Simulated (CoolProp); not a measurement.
Vapour-liquid equilibrium of R245fa (1) + n-pentane (2) at 58.75 °C; x and y are mole fractions of (1).

Computed with CoolProp (multi-fluid Helmholtz-energy mixture model, Akasaka 2015 and Thol 2019; pair parameters Bell 2016).

| x | bubble pressure (kPa) | y at the bubble point | dew pressure at overall composition x (kPa) | liquid density (mol/L) |
|---|---|---|---|---|
| 0.05 | 293.8 | 0.308 | 217.6 | 8.124 |
| 0.15 | 399.3 | 0.513 | 242.3 | 8.137 |
| 0.25 | 450.9 | 0.587 | 272.8 | 8.162 |
| 0.35 | 476.6 | 0.625 | 311.3 | 8.206 |
| 0.45 | 490.6 | 0.649 | 360.8 | 8.275 |
| 0.55 | 499.5 | 0.671 | 424.2 | 8.373 |
| 0.65 | 505.2 | 0.697 | 491.0 | 8.505 |
| 0.75 | 506.6 | 0.735 | 505.6 | 8.673 |
| 0.85 | 498.8 | 0.797 | 487.2 | 8.879 |
| 0.95 | 472.1 | 0.908 | 460.4 | 9.122 |

y crosses x between x = 0.65 and 0.75: the model has an azeotrope there.

The pair parameters rest on a limited set of measurements; away from them the model extrapolates. With so large a gap from Raoult's law the liquid may split in two, which this calculation doesn't test in full.
